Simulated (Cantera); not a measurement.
A freely propagating, adiabatic, planar premixed flame of CH4 : H2 : O2 : N2 : H2O = 1 : 0.056 : 2.5 : 9.41 : 2.5 (molar parts), unburnt at 500 K and 4.20 bar; mixture-averaged transport, grid criteria slope 0.08 and curve 0.16, no radiation.

Model: GRI-Mech 3.0 (53 species, 325 reactions), integrated in Cantera. Burning velocities carry a grid error of a few per cent, more on coarse grids.

Problem. What does this change do: inlet temperature 500 to 548 K?

Solution. 
```json
[
 {"quantity": "laminar burning velocity", "before": "15.8 cm/s", "after": "20.5 cm/s"},
 {"quantity": "thermal thickness", "before": "0.338 mm", "after": "0.298 mm"},
 {"quantity": "peak x(CH2)", "before": "5.58e-6", "after": "6.91e-6"},
 {"quantity": "peak x(HCN)", "before": "2.11e-7", "after": "2.65e-7"}
]
```

Problem. What does this change do: 0.13 parts CO2 added?

Solution. 
```tsv
quantity	before	after
laminar burning velocity	15.8 cm/s	14.8 cm/s
thermal thickness	0.338 mm	0.356 mm
peak x(CH2)	5.58e-6	5.03e-6
peak x(HCN)	2.11e-7	1.88e-7
```
